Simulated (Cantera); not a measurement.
Cantera run, input and output.

```python
import numpy as np
import cantera as ct

gas = ct.Solution("h2o2.yaml")
gas.TPX = 650, 680000, {'H2': 1, 'O2': 0.633, 'N2': 3.04}
flame = ct.FreeFlame(gas, width=0.01)
flame.set_refine_criteria(ratio=3, slope=0.08, curve=0.16)
flame.transport_model = "mixture-averaged"
flame.solve(loglevel=0, auto=True)
z, T = flame.grid, flame.T
thick = (T[-1] - T[0]) / np.gradient(T, z).max()
show = ['H2', 'O2', 'H2O2', 'O', 'HO2', 'OH']
print(f"laminar burning velocity  {flame.velocity[0] * 100:.3f} cm/s")
print(f"burnt temperature         {T[-1]:.1f} K")
print(f"thermal thickness         {thick * 1e3:.4f} mm")
print(f"grid points               {len(z)}")
z0 = z[flame.heat_release_rate.argmax()]
print(f"{'z/mm':>9s}{'T/K':>9s}{'u/(m/s)':>9s}" + "".join(f"{s:>11s}" for s in show))
rows = []
for k in (-3, -2, -1.5, -1, -0.5, -0.25, 0, 0.25, 0.5, 1, 2, 4, 8):
    zz = z0 + k * thick
    rows.append([k * thick, np.interp(zz, z, T), np.interp(zz, z, flame.velocity),
                 *(np.interp(zz, z, flame.X[gas.species_index(s)]) for s in show)])
    print(f"{rows[-1][0] * 1e3:9.3f}{rows[-1][1]:9.1f}{rows[-1][2]:9.3f}" + "".join(f"{x:11.3e}" for x in rows[-1][3:]))
```

It prints:

```
laminar burning velocity  351.242 cm/s
burnt temperature         2184.5 K
thermal thickness         0.0463 mm
grid points               106
     z/mm      T/K  u/(m/s)         H2         O2       H2O2          O        HO2         OH
   -0.139    650.0    3.512  2.138e-01  1.355e-01  4.597e-10  6.812e-13  5.418e-09  3.180e-14
   -0.093    650.1    3.508  2.129e-01  1.357e-01  1.117e-08  1.368e-10  1.300e-07  6.405e-12
   -0.069    650.8    3.503  2.106e-01  1.360e-01  1.253e-07  3.606e-09  1.438e-06  1.761e-10
   -0.046    655.3    3.498  2.034e-01  1.372e-01  1.354e-06  7.698e-08  1.545e-05  5.180e-09
   -0.023    747.6    3.859  1.694e-01  1.388e-01  5.475e-05  1.405e-05  5.928e-04  4.405e-05
   -0.012   1014.8    5.097  1.270e-01  1.275e-01  1.040e-04  2.967e-04  7.233e-04  6.625e-04
    0.000   1386.6    6.849  7.534e-02  9.698e-02  2.672e-05  1.992e-03  3.963e-04  2.522e-03
    0.012   1658.5    8.144  3.761e-02  6.552e-02  5.449e-06  4.124e-03  2.090e-04  5.934e-03
    0.023   1814.9    8.884  2.071e-02  4.911e-02  3.395e-06  4.831e-03  1.227e-04  8.633e-03
    0.046   1968.0    9.587  1.113e-02  3.963e-02  2.083e-06  3.904e-03  6.300e-05  9.925e-03
    0.093   2080.7   10.085  6.131e-03  3.630e-02  1.292e-06  2.085e-03  2.977e-05  8.425e-03
    0.185   2144.3   10.357  2.788e-03  3.506e-02  7.960e-07  8.975e-04  1.280e-05  5.994e-03
    0.370   2173.0   10.477  1.129e-03  3.481e-02  5.013e-07  3.698e-04  5.873e-06  4.008e-03
```

Cantera simulation using the H2/O2 subset of GRI-Mech 3.0, which has no nitrogen chemistry; the numbers are that mechanism's predictions, not measurements. The hydrogen kinetics of GRI-Mech 3.0 are dated; newer H2 mechanisms differ, most at raised pressure. Burning velocities carry a grid error of a few per cent, more on coarse grids.
